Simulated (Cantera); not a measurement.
What does this Cantera script print?

```python
import numpy as np
import cantera as ct

gas_names = """
    Cu CuO Cu2 H HNO HNO2 HNO3 HO2 H2 H2O H2O2 N NH NH2 NH3 NH2OH NO NO2 NO3 N2 N2H2 N2H4 N2O O OH O2 O3
""".split()
cond_names = """
    Cu(cr) Cu(L) CuO(s) CuO2H2(s) Cu2O(s) Cu2O(L) H2O(s) H2O(L)
""".split()


# ... load() reads the species with a 1 bar reference pressure and builds the phases ...
atoms = {
    'Cu2O': {'Cu': 2, 'O': 1},
    'H2': {'H': 2},
    'N2': {'N': 2},
}
top_T = {'CuO(s)': 1390}  # K; cautious upper limits of use, not melting points


# ... equilibrate(T, P, feed) seeds the gas with the atoms and calls Mixture.equilibrate('TP', solver="vcs", rtol=1e-11, max_steps=5000) ...
results = []
P = 13332.2  # Pa
for T in [1100, 1175, 1250, 1325, 1400, 1475, 1550, 1625, 1700, 1775]:
    for m in [9.7, 23, 56, 130, 320, 760, 1800]:
        feed = {'Cu2O': 1, 'H2': m, 'N2': 0.35}  # mol
        mix = equilibrate(T, P, feed)
        results.append((T, P, feed, dict(zip(mix.species_names, mix.species_moles))))

for T, P, feed, n in results:
    print(f"{T:7g} {feed['H2']:10.4g}  " + (" + ".join(c for c in cond_names if n.get(c, 0) > 1e-12) or "gas only"))
```

Output:

```
   1100        9.7  Cu(cr)
   1100         23  Cu(cr)
   1100         56  Cu(cr)
   1100        130  Cu(cr)
   1100        320  Cu(cr)
   1100        760  Cu(cr)
   1100       1800  Cu(cr)
   1175        9.7  Cu(cr)
   1175         23  Cu(cr)
   1175         56  Cu(cr)
   1175        130  Cu(cr)
   1175        320  Cu(cr)
   1175        760  Cu(cr)
   1175       1800  Cu(cr)
   1250        9.7  Cu(cr)
   1250         23  Cu(cr)
   1250         56  Cu(cr)
   1250        130  Cu(cr)
   1250        320  Cu(cr)
   1250        760  Cu(cr)
   1250       1800  Cu(cr)
   1325        9.7  Cu(cr)
   1325         23  Cu(cr)
   1325         56  Cu(cr)
   1325        130  Cu(cr)
   1325        320  Cu(cr)
   1325        760  Cu(cr)
   1325       1800  Cu(cr)
   1400        9.7  Cu(L)
   1400         23  Cu(L)
   1400         56  Cu(L)
   1400        130  Cu(L)
   1400        320  Cu(L)
   1400        760  Cu(L)
   1400       1800  Cu(L)
   1475        9.7  Cu(L)
   1475         23  Cu(L)
   1475         56  Cu(L)
   1475        130  Cu(L)
   1475        320  Cu(L)
   1475        760  Cu(L)
   1475       1800  Cu(L)
   1550        9.7  Cu(L)
   1550         23  Cu(L)
   1550         56  Cu(L)
   1550        130  Cu(L)
   1550        320  Cu(L)
   1550        760  Cu(L)
   1550       1800  Cu(L)
   1625        9.7  Cu(L)
   1625         23  Cu(L)
   1625         56  Cu(L)
   1625        130  Cu(L)
   1625        320  Cu(L)
   1625        760  Cu(L)
   1625       1800  Cu(L)
   1700        9.7  Cu(L)
   1700         23  Cu(L)
   1700         56  Cu(L)
   1700        130  Cu(L)
   1700        320  Cu(L)
   1700        760  Cu(L)
   1700       1800  gas only
   1775        9.7  Cu(L)
   1775         23  Cu(L)
   1775         56  Cu(L)
   1775        130  Cu(L)
   1775        320  Cu(L)
   1775        760  gas only
   1775       1800  gas only
```

Equilibrium computed with Cantera from the NASA thermochemical tables; the gas is ideal and each condensed phase is pure.
